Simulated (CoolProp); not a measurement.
The numbers come from the reference Helmholtz-energy equation of state, Lemmon 2016 in CoolProp.

### Question
Give the vapour pressure (MPa), enthalpy of vaporisation (kJ/kg), vapour Z of saturated R365MFC at 13.85, 68.95 °C.

### Answer
```csv
T (°C),p (MPa),enthalpy of vaporisation (kJ/kg),vapour Z
13.85,0.0354,200,0.978
68.95,0.258,173,0.912
```
